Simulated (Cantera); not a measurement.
Feed: 1 mol Si, 1.7 mol O2, 920 mol H2, equilibrated at 18.8 Torr.

These are equilibrium values from Cantera (NASA tables, ideal gas, pure condensed phases), not measurements of a reactor. Candidate condensed phases: H2O, Si, SiO2; 18 gas species. The tables hold silica as quartz up to 1696 K and as liquid above; real silica turns to tridymite and cristobalite and melts near 1996 K. Equilibrium is a limit: real reactors are often held back by kinetics, nucleation or transport.

Problem. Which condensed phases are stable at each of these points (T (K)): 1300, 1350, 1400, 1450, 1500, 1550, 1600, 1650, 1700, 1750, 1800?

Solution. 
```json
[
 {"T (K)": "1300", "condensed phases": "SiO2(β-quartz)", "Si condensed (%)": "100.0"},
 {"T (K)": "1350", "condensed phases": "SiO2(β-quartz)", "Si condensed (%)": "100.0"},
 {"T (K)": "1400", "condensed phases": "SiO2(β-quartz)", "Si condensed (%)": "99.8"},
 {"T (K)": "1450", "condensed phases": "SiO2(β-quartz)", "Si condensed (%)": "99.1"},
 {"T (K)": "1500", "condensed phases": "SiO2(β-quartz)", "Si condensed (%)": "96.0"},
 {"T (K)": "1550", "condensed phases": "SiO2(β-quartz)", "Si condensed (%)": "84.9"},
 {"T (K)": "1600", "condensed phases": "SiO2(β-quartz)", "Si condensed (%)": "53.5"},
 {"T (K)": "1650", "condensed phases": "gas only", "Si condensed (%)": "0.0"},
 {"T (K)": "1700", "condensed phases": "gas only", "Si condensed (%)": "0.0"},
 {"T (K)": "1750", "condensed phases": "gas only", "Si condensed (%)": "0.0"},
 {"T (K)": "1800", "condensed phases": "gas only", "Si condensed (%)": "0.0"}
]
```

From 1300 K to 1600 K the condensed part is SiO2(β-quartz). From 1650 K to 1800 K nothing is condensed.
